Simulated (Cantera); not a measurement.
Si + H₂O + N₂ (thermal oxidation and active oxidation of silicon)

Charge: 1 mol Si, 0.0095 mol H₂O, 6.5 mol N₂, held at 59000 Pa.

These are equilibrium values from Cantera (NASA tables, ideal gas, pure condensed phases), not measurements of a reactor. Candidate condensed phases: H₂O, Si, SiO₂, Si₂N₂O, Si₃N₄; 35 gas species. Mutual solubility and eutectic melting of coexisting phases are not modelled. The tables' values for SiN are old estimates; treat these amounts as uncertain. Kinetics and transport are ignored.

From 1573 K to 1923 K the condensed part is Si₂N₂O(s) + Si₃N₄(s). From 1973 K to 2073 K the condensed part is Si₃N₄(s). The main Si-bearing gas is SiO throughout.

```json
[
 {"T (K)": "1573", "log p N₂": "-0.23", "log p H₂": "-3.02", "log p SiO": "-6.50", "log p H": "-5.90", "log p Si": "-9.59", "n Si₂N₂O(s)": "0.00950", "n Si₃N₄(s)": "0.327"},
 {"T (K)": "1623", "log p N₂": "-0.23", "log p H₂": "-3.02", "log p SiO": "-5.91", "log p H": "-5.67", "log p Si": "-8.89", "n Si₂N₂O(s)": "0.00949", "n Si₃N₄(s)": "0.327"},
 {"T (K)": "1673", "log p N₂": "-0.23", "log p H₂": "-3.02", "log p SiO": "-5.35", "log p H": "-5.45", "log p Si": "-8.23", "n Si₂N₂O(s)": "0.00946", "n Si₃N₄(s)": "0.327"},
 {"T (K)": "1723", "log p N₂": "-0.23", "log p H₂": "-3.02", "log p SiO": "-4.83", "log p H": "-5.25", "log p Si": "-7.60", "n Si₂N₂O(s)": "0.00935", "n Si₃N₄(s)": "0.327"},
 {"T (K)": "1773", "log p N₂": "-0.23", "log p H₂": "-3.02", "log p SiO": "-4.35", "log p H": "-5.06", "log p Si": "-7.02", "n Si₂N₂O(s)": "0.00905", "n Si₃N₄(s)": "0.327"},
 {"T (K)": "1823", "log p N₂": "-0.23", "log p H₂": "-3.02", "log p SiO": "-3.88", "log p H": "-4.87", "log p Si": "-6.46", "n Si₂N₂O(s)": "0.00820", "n Si₃N₄(s)": "0.327"},
 {"T (K)": "1873", "log p N₂": "-0.23", "log p H₂": "-3.02", "log p SiO": "-3.45", "log p H": "-4.70", "log p Si": "-5.94", "n Si₂N₂O(s)": "0.00596", "n Si₃N₄(s)": "0.328"},
 {"T (K)": "1923", "log p N₂": "-0.23", "log p H₂": "-3.03", "log p SiO": "-3.03", "log p H": "-4.54", "log p Si": "-5.44", "n Si₂N₂O(s)": "0.000326", "n Si₃N₄(s)": "0.330"},
 {"T (K)": "1973", "log p N₂": "-0.23", "log p H₂": "-3.03", "log p SiO": "-3.02", "log p H": "-4.38", "log p Si": "-4.97", "n Si₂N₂O(s)": "0", "n Si₃N₄(s)": "0.330"},
 {"T (K)": "2023", "log p N₂": "-0.23", "log p H₂": "-3.03", "log p SiO": "-3.02", "log p H": "-4.24", "log p Si": "-4.53", "n Si₂N₂O(s)": "0", "n Si₃N₄(s)": "0.330"},
 {"T (K)": "2073", "log p N₂": "-0.23", "log p H₂": "-3.04", "log p SiO": "-3.02", "log p H": "-4.10", "log p Si": "-4.10", "n Si₂N₂O(s)": "0", "n Si₃N₄(s)": "0.330"}
]
```
log p: log10 of the partial pressure in bar; n: condensed amount in mol.
